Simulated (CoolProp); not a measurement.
Vapour-liquid equilibrium of carbon dioxide (1) + R134a (2) at 272.2 K; x and y are mole fractions of (1).

The numbers come from the multi-fluid Helmholtz-energy mixture model, Span 1996 and Tillner-Roth 1994; pair parameters Bell 2016 in CoolProp.

**Question.** Give the bubble pressure and the first vapour's composition at x = 0.2, 0.425, 0.95. Is there an azeotrope?

**Answer.** x = 0.2: 785.2 kPa, y = 0.678; x = 0.425: 1454 kPa, y = 0.856; x = 0.95: 3192 kPa, y = 0.990. No azeotrope shows between x = 0.05 and 0.95.

Pair parameters are fitted to limited data, so mixtures are less certain than the pure fluids.
